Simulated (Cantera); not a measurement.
Feed: 1 mol PbO, 2.7 mol C, 1.3 mol N2, equilibrated at 40.5 Torr.

Method: chemical equilibrium by Gibbs-energy minimisation in Cantera with the NASA 1993 tables (ideal gas, pure condensed phases). Candidate condensed phases: C, Pb, PbO, PbO2, Pb3O4; 27 gas species. Rates play no part. All values below are at 2123 K.

Base state: N2 0.394, CO 0.303, Pb 0.303, Pb2 1.92e-5 (mole fractions); condensed: C(graphite).

Q: What changes in the equilibrium state with this change: PbO replaced by SiO2?

A: 
```csv
species,before,after
CO,0.303,0.561
N2,0.394,0.394
SiO,0,0.0451
Pb,0.303,0
Si,0,0.000681
Si2C,0,3.04e-5
SiN,0,1.96e-5
Pb2,1.92e-5,0
"C(graphite), mol",1.70,0
"SiC(s), mol",0,0.849
```
The tables' values for SiN are old estimates; treat these amounts as uncertain. Further candidate phases: Si, SiC, SiO2, Si2N2O, Si3N4.
